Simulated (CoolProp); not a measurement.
Vapour-liquid equilibrium of propane (1) + benzene (2) at 335.7 K; x and y are mole fractions of (1).

The numbers come from the multi-fluid Helmholtz-energy mixture model, Lemmon 2009 and Thol 2012; pair parameters Bell 2016 in CoolProp.

```tsv
x	bubble pressure (bar)	y at the bubble point	dew pressure at overall composition x (bar)	liquid density (mol/L)
0.05	2.247	0.745	0.6017	10.69
0.125	4.423	0.871	0.6537	10.74
0.2	6.283	0.910	0.7153	10.77
0.275	7.911	0.929	0.7897	10.80
0.35	9.373	0.942	0.8812	10.81
0.425	10.73	0.951	0.9966	10.81
0.5	12.01	0.958	1.147	10.80
0.575	13.28	0.964	1.350	10.76
0.65	14.56	0.969	1.639	10.70
0.725	15.89	0.974	2.087	10.60
0.8	17.33	0.980	2.870	10.44
0.875	18.93	0.986	4.578	10.22
0.95	20.80	0.994	10.63	9.893
```

No azeotrope shows between x = 0.05 and 0.95.

Pair parameters are fitted to limited data, so mixtures are less certain than the pure fluids. The gap from Raoult's law changes sign with composition, which may be real or a fault of the pair parameters; it wasn't checked against measurements.
